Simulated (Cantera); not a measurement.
Charge: 1 mol Si, a varied amount of NF3, 6.5 mol N2, held at 800 K and 1.00 bar.

These are equilibrium values from Cantera (NASA tables, ideal gas, pure condensed phases), not measurements of a reactor. Candidate condensed phases: Si, Si3N4; 16 gas species. Kinetics and transport are ignored.

Question: Which condensed phases are stable at each of these points (n(NF3) (mol)): 0.75, 1, 1.3, 1.6, 1.9, 2.2, 2.5, 2.7, 3?

Answer: 
```csv
n(NF3) (mol),condensed phases,Si condensed (%)
0.75,Si3N4(s),43.7
1,Si3N4(s),25.0
1.3,Si3N4(s),2.5
1.6,gas only,0.0
1.9,gas only,0.0
2.2,gas only,0.0
2.5,gas only,0.0
2.7,gas only,0.0
3,gas only,0.0
```

From 0.75 mol NF3 to 1.3 mol NF3 the condensed part is Si3N4(s). From 1.6 mol NF3 to 3 mol NF3 nothing is condensed.
